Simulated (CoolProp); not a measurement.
Vapour-liquid equilibrium of R1234ze(E) (1) + n-pentane (2) at 1.11 bar; x and y are mole fractions of (1).

The numbers come from the multi-fluid Helmholtz-energy mixture model, Thol 2016 and Thol 2019; pair parameters Bell 2016 in CoolProp.

### Question
Give the bubble temperature and the first vapour's composition at x = 0.05, 0.65, 0.8. Is there an azeotrope?

### Answer
x = 0.05: 295.0 K, y = 0.467; x = 0.65: 260.0 K, y = 0.925; x = 0.8: 258.6 K, y = 0.942. No azeotrope shows between x = 0.05 and 0.95.

The pair parameters rest on a limited set of measurements; away from them the model extrapolates. With so large a gap from Raoult's law the liquid may split in two, which this calculation doesn't test in full.
